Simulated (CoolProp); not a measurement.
A closed Brayton cycle with carbon dioxide: compressor inlet 329.15 K and 9.7 MPa, high pressure 28.2 MPa, turbine inlet 695 K, compressor efficiency 0.8, turbine efficiency 0.85, recuperator effectiveness 0.95 (on enthalpy, no pinch check). Each further row changes one setting.

Computed with CoolProp (reference Helmholtz-energy equation of state, Span 1996).

```csv
case,thermal efficiency (%),net work (kJ/kg),compressor to turbine work,compressor exit (K),turbine exit (K)
as stated,25.1,51.0,0.52,412.9,584.0
turbine inlet 645 K,21.5,41.0,[?],412.9,537.8
compressor inlet 339.15 K,22.2,42.5,[?],433.1,584.0
high pressure 24 MPa,25.5,46.9,0.49,[?],[?]
recuperator effectiveness 0.5,17.4,51.0,0.52,412.9,584.0
```

Task: Some entries are withheld; supply them.

Result: 
- turbine inlet 645 K, compressor to turbine work: 0.58
- compressor inlet 339.15 K, compressor to turbine work: 0.60
- high pressure 24 MPa, compressor exit (K): 399.8
- high pressure 24 MPa, turbine exit (K): 600.4
